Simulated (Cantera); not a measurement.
An adiabatic, constant-volume homogeneous reactor starts with 7.28 % CH₄, 2.18 % CO, 18.4 % O₂, 69.3 % N₂, 2.84 % H₂O, equivalence ratio 0.85, at 1773 K and 750 Torr.

Cantera simulation using GRI-Mech 3.0 (53 species, 325 reactions); the numbers are that mechanism's predictions, not measurements.

Task: Predict: time of steepest temperature rise; temperature at 0.200 s; equilibrium temperature; x(CO) at 0.200 s; x(O₂) at 0.200 s; x(NO₂) at 0.200 s.

Result: 
```json
{
  "time_of_steepest_temperature_rise": "0.125 ms",
  "temperature at 0.200 s": "2886 K",
  "equilibrium_temperature": "2886 K",
  "x(CO) at 0.200 s": "0.0420 (gas-phase equilibrium 0.0420)",
  "x(O₂) at 0.200 s": "0.0377 (gas-phase equilibrium 0.0377)",
  "x(NO₂) at 0.200 s": "5.56e-6 (gas-phase equilibrium 5.56e-6)"
}
```
